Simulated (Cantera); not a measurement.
# Thermal oxidation and active oxidation of silicon: Si + N2O + H2

A closed system holds: 1 mol Si, 0.29 mol N2O, 36 mol H2, held at 1.33 mbar.

Equilibrium computed with Cantera from the NASA thermochemical tables; the gas is ideal and each condensed phase is pure. Candidate condensed phases: H2O, Si, SiO2, Si2N2O, Si3N4; 35 gas species. Mutual solubility and eutectic melting of coexisting phases are not modelled. The tables' values for SiN are old estimates; treat these amounts as uncertain. Gases not in the tables: Si2H6 and higher silanes. Kinetics and transport are ignored.

```tsv
T (°C)	x H2	x H	x Si	x SiO	x N2	x SiH	n Si(s)	n Si2N2O(s)	n Si(l)
627	1.00	3.20e-9	<1e-12	1.44e-12	<1e-12	<1e-12	0.420	0.290	0
727	1.00	6.22e-8	<1e-12	2.87e-10	2.81e-10	<1e-12	0.420	0.290	0
827	1.000	7.08e-7	1.77e-11	2.72e-8	2.72e-8	1.95e-11	0.420	0.290	0
927	1.000	5.40e-6	1.04e-9	1.21e-6	1.21e-6	5.70e-10	0.420	0.290	0
1027	1.000	3.03e-5	3.25e-8	2.95e-5	2.95e-5	9.84e-9	0.421	0.289	0
1127	0.999	0.000133	6.17e-7	0.000453	0.000453	1.12e-7	0.436	0.274	0
1227	0.990	0.000480	7.89e-6	0.00480	0.00480	9.20e-7	0.594	0.115	0
1327	0.983	0.00148	7.31e-5	0.00792	0.00792	5.77e-6	0.707	0	0
1427	0.980	0.00399	0.000509	0.00791	0.00791	2.85e-5	0	0	0.689
1527	0.972	0.00967	0.00238	0.00787	0.00787	9.78e-5	0	0	0.616
1627	0.953	0.0212	0.00946	0.00777	0.00775	0.000293	0	0	0.335
1727	0.923	0.0428	0.0179	0.00761	0.00760	0.000426	0	0	0
1827	0.886	0.0803	0.0178	0.00747	0.00746	0.000332	0	0	0
1927	0.828	0.140	0.0174	0.00723	0.00723	0.000256	0	0	0
```
x: gas mole fraction; n: condensed amount in mol.

From 627 °C to 1227 °C the condensed part is Si(s) + Si2N2O(s). At 1327 °C the condensed part is Si(s). From 1427 °C to 1627 °C the condensed part is Si(l). From 1727 °C to 1927 °C nothing is condensed.
